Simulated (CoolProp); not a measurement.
Hydrogen chloride along the isobar 47.9 MPa: Z from the reference equation and from simpler models built on Tc = 324.7 K, pc = 8.314 MPa, ω = 0.130; each cubic takes its own stable root.

Model: reference Helmholtz-energy equation of state, Thol 2018, in CoolProp.

| T (K) | phase | reference |
|---|---|---|
| 255.6 | liquid | 0.7488 |
| 284.8 | liquid | 0.7145 |
| 313.9 | liquid | 0.6944 |
| 343.1 | supercritical | 0.6871 |
| 372.3 | supercritical | 0.6923 |
| 401.5 | supercritical | 0.7097 |
| 430.7 | supercritical | 0.7382 |
| 459.9 | supercritical | 0.7748 |
| 489.1 | supercritical | 0.8149 |
| 518.3 | supercritical | 0.8538 |
| 547.5 | supercritical | 0.8887 |
| 576.7 | supercritical | 0.9186 |

Q: How far does each simpler model (van der Waals, Soave-Redlich-Kwong) lie from the reference over these 12 states: mean and median of the absolute difference, and the worst?

A: 
- van der Waals: mean 29.0 %, median 28.9 %, worst +56.9 % at 255.6 K and 47.9 MPa
- Soave-Redlich-Kwong: mean 14.7 %, median 14.7 %, worst +17.1 % at 401.5 K and 47.9 MPa
